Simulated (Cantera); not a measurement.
Charge: 1 mol SiH₂Cl₂, 3.5 mol NH₃, held at 7.50 Torr.

Method: chemical equilibrium by Gibbs-energy minimisation in Cantera with the NASA 1993 tables (ideal gas, pure condensed phases). Candidate condensed phases: NH₄Cl, Si, Si₃N₄; 28 gas species. The tables' values for SiCl₃ are old estimates; treat these amounts as uncertain. Kinetics and transport are ignored. All values below are at 1050 K.

Base state: H₂ 0.633, HCl 0.234, N₂ 0.131, SiCl₄ 0.00154, SiHCl₃ 4.35e-5, SiCl₃ 1.75e-5 (mole fractions); condensed: Si₃N₄(s).

### Question
What changes in the equilibrium state with this change: NH₃ from 3.5 to 2.8 mol?

### Answer
```json
[
 {"species": "H₂", "before": "0.633", "after": "0.614"},
 {"species": "HCl", "before": "0.234", "after": "0.274"},
 {"species": "N₂", "before": "0.131", "after": "0.108"},
 {"species": "SiCl₄", "before": "0.00154", "after": "0.00354"},
 {"species": "SiCl₃", "before": "1.75e-5", "after": "3.37e-5"},
 {"species": "SiHCl₃", "before": "4.35e-5", "after": "8.23e-5"},
 {"species": "Si₃N₄(s), mol", "before": "0.329", "after": "0.325"}
]
```
